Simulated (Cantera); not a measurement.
Standard-state values (1 bar) from the NASA 1993 polynomials, evaluated with Cantera. Values are per mole of reaction as written; species without (g) are pure solids or liquids, kept so even where they would boil at 1 bar.

Question: Between 550 and 1750 K, where is each reaction favourable under standard conditions?
- Sr(OH)₂ + 2 Cl(g) = 2 OH(g) + SrCl₂

Answer: 
- Sr(OH)₂ + 2 Cl(g) = 2 OH(g) + SrCl₂: ΔG° is -55 kJ at 550 K and -86 kJ at 1750 K; it stays negative (K > 1). ΔH° is -59 kJ and ΔS° 15 J/K at 1750 K.
